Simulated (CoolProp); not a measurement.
Vapour-liquid equilibrium of R125 (1) + R143a (2) at 1.16 MPa; x and y are mole fractions of (1).

The numbers come from the multi-fluid Helmholtz-energy mixture model, Lemmon 2005 and Lemmon and Jacobsen 2000; pair parameters Lemmon 2004 in CoolProp.

| x | bubble temperature (°C) | y at the bubble point | dew temperature at overall composition x (°C) | liquid density (mol/L) |
|---|---|---|---|---|
| 0.05 | 21.8 | 0.050 | 21.8 | 11.17 |
| 0.2 | 21.7 | 0.204 | 21.7 | 11.01 |
| 0.35 | 21.4 | 0.360 | 21.4 | 10.85 |
| 0.5 | 21.0 | 0.515 | 21.0 | 10.69 |
| 0.65 | 20.4 | 0.668 | 20.5 | 10.55 |
| 0.8 | 19.7 | 0.815 | 19.8 | 10.40 |
| 0.95 | 18.9 | 0.955 | 18.9 | 10.26 |

No azeotrope shows between x = 0.05 and 0.95.

Pair parameters are fitted to limited data, so mixtures are less certain than the pure fluids.
